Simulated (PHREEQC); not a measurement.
Synthetic water in mg/kgw, 20 °C, pH 7.81, pe 0.4:

```tsv
constituent	mg/kgw
Na	1940
K	483
Ca	854
Mg	27.2
Cl	4500
S(6) as SO4	653
Alkalinity as HCO3	67.6
B	0.427
Li	1.46
N(-3) as NH4	18.1
Si as SiO2	53
Fe(2)	9.45
F	5.7
```

Valence states are taken as typed.

Model: ion-association model, wateq4f.dat, run in PHREEQC.

Precipitation was switched off in this run.

**Question.** Order these Fe species by the share of Fe that they hold, largest first: FeCO3, Fe+2, FeHCO3+, FeSO4, FeCl+.

**Answer.** Fe+2 (84 %), FeSO4 (6.3 %), FeCl+ (5.0 %), FeHCO3+ (2.7 %), FeCO3 (1.3 %)

The pH is 7.81 and the ionic strength 0.163 mol/kgw. Saturation is exceeded, for instance for Fluorite, Siderite; the values hold only as long as no solid forms. SiF6-2 is the database's only silicon fluoride. Real BF4- forms and hydrolyses slowly; the run takes it at equilibrium. Fluoro complexes past AlF4- and FeF3 are missing from the database.
